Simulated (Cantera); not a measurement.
A freely propagating, adiabatic, planar premixed flame of H₂ : O₂ : N₂ : H₂O = 1 : 0.2 : 0.752 : 0.11 (molar parts), unburnt at 400 K and 760 Torr; mixture-averaged transport, grid criteria slope 0.08 and curve 0.16, no radiation.

Detailed kinetics in Cantera: the H2/O2 subset of GRI-Mech 3.0, which has no nitrogen chemistry. Burning velocities carry a grid error of a few per cent, more on coarse grids.

Task: How do the results move with these cheaper or finer settings: unity-Lewis-number transport; multicomponent transport; multicomponent+Soret transport; grid criteria slope 0.5, curve 1; grid criteria slope 0.25, curve 0.5; grid criteria slope 0.03, curve 0.06?

Result: 
| setting | laminar burning velocity | thermal thickness | peak x(O) | peak x(H) | grid points |
|---|---|---|---|---|---|
| as above | 371 cm/s | 0.362 mm | 0.00145 | 0.0531 | 122 |
| unity-Lewis-number transport | 220 cm/s | 0.371 mm | 0.000960 | 0.0547 | 101 |
| multicomponent transport | 364 cm/s | 0.368 mm | 0.00141 | 0.0531 | 122 |
| multicomponent+Soret transport | 353 cm/s | 0.355 mm | 0.00144 | 0.0527 | 122 |
| grid criteria slope 0.5, curve 1 | 400 cm/s | 0.480 mm | 0.00131 | 0.0543 | 42 |
| grid criteria slope 0.25, curve 0.5 | 370 cm/s | 0.392 mm | 0.00136 | 0.0526 | 61 |
| grid criteria slope 0.03, curve 0.06 | 369 cm/s | 0.355 mm | 0.00147 | 0.0528 | 289 |
Unity Lewis numbers drop preferential diffusion, which matters most where H2 and H carry the flame; Soret adds thermal diffusion.
